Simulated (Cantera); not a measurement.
Feed: 1 mol Si2Cl6, 0.38 mol HCl, a varied amount of N2, equilibrated at 823.15 K and 69000 Pa.

Cantera equilibrium calculation (NASA polynomials, part measured and part estimated; ideal gas, pure solids and liquids). Candidate condensed phases: NH4Cl, Si, Si3N4; 28 gas species. The feed counts by its element totals alone. N2 is the only nitrogen source here; it is nearly inert below about 1500 K, so the nitride shown seldom forms there in practice. Rates play no part.

x: gas mole fraction; n: condensed amount in mol.

```csv
n(N2) (mol),x N2,x SiCl4,x HCl,x H2,x SiHCl3,x SiCl3,x NH3,n Si3N4(s)
11,0.851,0.120,0.0268,0.00175,9.52e-6,2.99e-7,1.11e-7,0.163
15,0.887,…,…,…,…,2.41e-7,…,0.163
20,0.913,…,…,…,…,1.97e-7,…,0.164
28,0.937,0.0510,0.0118,0.000509,2.65e-6,1.54e-7,1.83e-8,0.164
39,0.954,0.0372,0.00873,0.000322,1.66e-6,1.21e-7,9.28e-9,0.164
54,0.966,0.0271,0.00643,0.000204,1.04e-6,9.55e-8,4.71e-9,0.165
75,0.976,0.0197,0.00471,0.000128,6.46e-7,7.50e-8,2.35e-9,0.165
100,0.982,0.0148,0.00357,8.47e-5,4.25e-7,6.06e-8,1.27e-9,0.165
```

Problem. Some entries are withheld; supply them.

Solution. 
- 20, x SiCl4: 0.0700
- 20, x HCl: 0.0160
- 20, x H2: 0.000803
- 20, x SiHCl3: 4.24e-6
- 20, x NH3: 3.57e-8
- 15, x SiCl4: 0.0913
- 15, x HCl: 0.0206
- 15, x H2: 0.00117
- 15, x SiHCl3: 6.29e-6
- 15, x NH3: 6.23e-8
